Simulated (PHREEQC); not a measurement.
Make-up at 20 °C: 0.0225 mol/kgw Cu(BF4)2 and 0.02 mol/kgw NaCl. Closed to the air; pH follows from the charge balance.

The numbers come from PHREEQC with the ion-association model, phreeqc.dat.

No solid was allowed to form.

Order these F species by the share of F that they hold, largest first: BF4-, HF, BF2(OH)2-, F-, BF3OH-.

BF4- (90 %), BF3OH- (4.3 %), HF (2.9 %), F- (1.6 %), BF2(OH)2- (0.61 %)

The pH is 2.75 and the ionic strength 0.0880 mol/kgw. Real BF4- forms and hydrolyses slowly; the run takes it at equilibrium.
